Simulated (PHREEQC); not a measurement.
Copper plating or etch bath: speciation

Make-up at 22 °C: 0.004 mol CuSO4, 0.18 mol HF and 0.00019 mol H3BO3 per kg of water. Closed to the air; pH follows from the charge balance.

The numbers come from PHREEQC with the ion-association model, phreeqc.dat.

No solid was allowed to form.

### Question
Predict the pH, ionic strength.

### Answer
pH 1.88; ionic strength 0.0271 mol/kgw.

### Question
In which forms is F present?

### Answer
HF 87 %, HF2- 6.5 %, F- 5.6 % of the F.

Real BF4- forms and hydrolyses slowly; the run takes it at equilibrium.
